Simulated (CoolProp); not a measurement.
A simple Rankine cycle with R115: condensing at 299.15 K, boiler at 2.41 MPa, turbine inlet 345.6 K, turbine efficiency 0.85, pump efficiency 0.8, no recuperator. Each further row changes one setting.

The numbers come from the reference Helmholtz-energy equation of state, Lemmon 2016 in CoolProp.

```json
[
 {"case": "as stated", "thermal efficiency (%)": "7.9", "net work (kJ/kg)": "8.77", "heat in (kJ/kg)": "111", "turbine exit temperature (K)": "309.7", "volume ratio over the turbine": "3.20"},
 {"case": "turbine inlet 365.6 K", "thermal efficiency (%)": "8.0", "net work (kJ/kg)": "10.7", "heat in (kJ/kg)": "134", "turbine exit temperature (K)": "334.6", "volume ratio over the turbine": "2.90"},
 {"case": "condensing temperature 291.15 K", "thermal efficiency (%)": "9.3", "net work (kJ/kg)": "11.1", "heat in (kJ/kg)": "120", "turbine exit temperature (K)": "303.7", "volume ratio over the turbine": "4.02"},
 {"case": "boiler pressure 1.69 MPa", "thermal efficiency (%)": "5.4", "net work (kJ/kg)": "6.74", "heat in (kJ/kg)": "124", "turbine exit temperature (K)": "327.1", "volume ratio over the turbine": "1.93"},
 {"case": "turbine efficiency 0.75", "thermal efficiency (%)": "6.8", "net work (kJ/kg)": "7.57", "heat in (kJ/kg)": "111", "turbine exit temperature (K)": "311.1", "volume ratio over the turbine": "3.23"}
]
```
